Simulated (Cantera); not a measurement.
Feed: 1 mol Al, 7.7 mol NH3, 470 mol H2.

These are equilibrium values from Cantera (NASA tables, ideal gas, pure condensed phases), not measurements of a reactor. Candidate condensed phases: Al, AlN; 13 gas species. The numbers say what is thermodynamically allowed, not how fast it happens.

Stable condensed phases, one row left out:

```
T in °C \ P in Pa
             10     28     77    220    600   1700   4600  13000  36000 100000
   1527       A      A      A      A      A      B      B      B      B      B
   1477       A      A      A      A      A      B      B      B      B      B
   1427       A      A      A      A      B      B      B      B      B      B
   1327       A      A      B      B      B      B      B      B      B      B
   1277       A      B      B      B      B      B      B      B      B      B
   1227       B      B      B      B      B      B      B      B      B      B
   1177       B      B      B      B      B      B      B      B      B      B
   1127       B      B      B      B      B      B      B      B      B      B
   1077       B      B      B      B      B      B      B      B      B      B
   1027       B      B      B      B      B      B      B      B      B      B
    977       B      B      B      B      B      B      B      B      B      B
```

A: gas only; B: AlN.

Question: Give the row for 1377 °C.

Answer: 10: gas only; 28: gas only; 77: gas only; 220: AlN; 600: AlN; 1700: AlN; 4600: AlN; 13000: AlN; 36000: AlN; 100000: AlN.
